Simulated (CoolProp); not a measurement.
Vapour-liquid equilibrium of trans-2-butene (1) + methanol (2) at 109.15 °C; x and y are mole fractions of (1).

The numbers come from the multi-fluid Helmholtz-energy mixture model, Lemmon 2005 and de Reuck 1993; pair parameters Bell 2016 in CoolProp.

**Question.** Give the bubble pressure and the first vapour's composition at x = 0.35, 0.45, 0.55. Is there an azeotrope?

**Answer.** x = 0.35: 17.07 bar, y = 0.732; x = 0.45: 17.53 bar, y = 0.743; x = 0.55: 17.84 bar, y = 0.753. y crosses x between x = 0.85 and 0.95: the model has an azeotrope there.

Pair parameters are fitted to limited data, so mixtures are less certain than the pure fluids. With so large a gap from Raoult's law the liquid may split in two, which this calculation doesn't test in full.
